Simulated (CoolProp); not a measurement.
Model: reference Helmholtz-energy equation of state, Wu 2012, in CoolProp.

Give the vapour pressure (MPa), liquid density (kg/m³), vapour density (kg/m³) of saturated fluoroethane (R161) at 43.15 °C.


```tsv
T (°C)	p (MPa)	liquid density (kg/m³)	vapour density (kg/m³)
43.15	1.47	669	34.9
```
